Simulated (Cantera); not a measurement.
A Cantera script and what it prints.

```python
import numpy as np
import cantera as ct

gas_names = """
    C6H6 CH4 H C2H2,acetylene C2H4 C2H6 H2
""".split()
cond_names = """
    C(gr)
""".split()


# ... load() reads the species with a 1 bar reference pressure and builds the phases ...
species = {s.name: s for s in load("nasa_gas.yaml", gas_names) + load("nasa_condensed.yaml", cond_names)}
# Each term lists the table entries of one substance; the one whose range holds T is used.
reactions = {
    '2 C6H6(g) = 9 C + 3 CH4(g)':
        [(-2, ['C6H6']), (9, ['C(gr)']), (3, ['CH4'])],
    '2 H(g) + C2H2(g) = C2H4(g)':
        [(-2, ['H']), (-1, ['C2H2,acetylene']), (1, ['C2H4'])],
    '2 CH4(g) = C2H6(g) + 2 H(g)':
        [(-2, ['CH4']), (1, ['C2H6']), (2, ['H'])],
    'CH4(g) = C + 2 H2(g)':
        [(-1, ['CH4']), (1, ['C(gr)']), (2, ['H2'])],
}


def pick(names, T):
    return next(species[n] for n in names if species[n].thermo.min_temp <= T <= species[n].thermo.max_temp)


results = []
for label, terms in reactions.items():
    print(label)
    print("     T/K   dH/kJ  dS/(J/K)   dG/kJ   log10 K")
    for T in [300, 2348, 2448, 2548, 2648, 2748, 2848, 2948]:
        used = [(nu, pick(names, T)) for nu, names in terms]
        dH = sum(nu * s.thermo.h(T) for nu, s in used) / 1e6
        dS = sum(nu * s.thermo.s(T) for nu, s in used) / 1e3
        dG = dH - T * dS / 1e3
        logK = -dG * 1e6 / (ct.gas_constant * T * np.log(10))
        results.append((label, T, dH, dS, dG, logK, [s.name for _, s in used]))
        print(f"{T:8g} {dH:8.1f} {dS:8.1f} {dG:8.1f} {logK:8.2f}")
```

It prints:

```
2 C6H6(g) = 9 C + 3 CH4(g)
     T/K   dH/kJ  dS/(J/K)   dG/kJ   log10 K
     300   -389.5     72.5   -411.3    71.61
    2348   -384.6     73.2   -556.5    12.38
    2448   -382.6     74.1   -563.9    12.03
    2548   -380.3     75.0   -571.3    11.71
    2648   -377.9     75.9   -578.9    11.42
    2748   -375.3     76.9   -586.5    11.15
    2848   -372.4     77.9   -594.3    10.90
    2948   -369.3     79.0   -602.1    10.67
2 H(g) + C2H2(g) = C2H4(g)
     T/K   dH/kJ  dS/(J/K)   dG/kJ   log10 K
     300   -611.8   -211.3   -548.4    95.48
    2348   -640.8   -255.2    -41.7     0.93
    2448   -641.1   -255.3    -16.2     0.35
    2548   -641.3   -255.4      9.4    -0.19
    2648   -641.5   -255.4     34.9    -0.69
    2748   -641.7   -255.5     60.4    -1.15
    2848   -641.8   -255.6     86.0    -1.58
    2948   -642.0   -255.6    111.6    -1.98
2 CH4(g) = C2H6(g) + 2 H(g)
     T/K   dH/kJ  dS/(J/K)   dG/kJ   log10 K
     300    501.4     86.1    475.6   -82.80
    2348    523.5    119.9    242.0    -5.38
    2448    522.9    119.6    230.0    -4.91
    2548    522.1    119.3    218.1    -4.47
    2648    521.3    119.0    206.1    -4.07
    2748    520.3    118.6    194.3    -3.69
    2848    519.2    118.2    182.4    -3.35
    2948    518.0    117.8    170.6    -3.02
CH4(g) = C + 2 H2(g)
     T/K   dH/kJ  dS/(J/K)   dG/kJ   log10 K
     300     74.7     80.9     50.4    -8.77
    2348     85.5    107.4   -166.7     3.71
    2448     84.5    107.0   -177.5     3.79
    2548     83.5    106.6   -188.1     3.86
    2648     82.5    106.2   -198.8     3.92
    2748     81.5    105.8   -209.4     3.98
    2848     80.4    105.5   -219.9     4.03
    2948     79.3    105.1   -230.5     4.08
```

Cantera with NASA thermochemical tables; ideal gases at 1 bar, condensed phases pure. Condensed species are held in their standard states even where they would react or evaporate.
